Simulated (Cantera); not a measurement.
An isothermal, constant-pressure homogeneous reactor starts with C3H8 : H2 = 1 : 3.9 (molar parts), at 1675 K and 57.0 Torr. Integrator tolerance rtol = 1e-08.

Computed with Cantera and GRI-Mech 3.0 (53 species, 325 reactions). GRI-Mech 3.0 was tuned for natural gas; its chemistry of propane as a main component is partial and can be far from experiment. GRI-Mech 3.0 stops at C3 and has no aromatics, soot or wall deposition, so with more carbon than oxygen in the feed, carbon stays in small species such as C2H2 where larger ones or solid carbon would form.

Question: What does this change do: temperature 1675 to 1475 K?

Answer: 
```json
[
 {"quantity": "x(C3H8) at 20.0 s", "before": "7.95e-12 (gas-phase equilibrium 7.95e-12)", "after": "1.24e-9 (gas-phase equilibrium 6.45e-10)"},
 {"quantity": "x(H2) at 20.0 s", "before": "0.807 (gas-phase equilibrium 0.807)", "after": "0.775 (gas-phase equilibrium 0.792)"},
 {"quantity": "x(CH3) at 20.0 s", "before": "3.59e-5 (gas-phase equilibrium 3.59e-5)", "after": "4.77e-5 (gas-phase equilibrium 2.71e-5)"},
 {"quantity": "x(H) at 20.0 s", "before": "0.000381 (gas-phase equilibrium 0.000381)", "after": "3.71e-5 (gas-phase equilibrium 4.22e-5)"},
 {"quantity": "x(C2H2) at 20.0 s", "before": "0.188 (gas-phase equilibrium 0.188)", "after": "0.172 (gas-phase equilibrium 0.179)"}
]
```
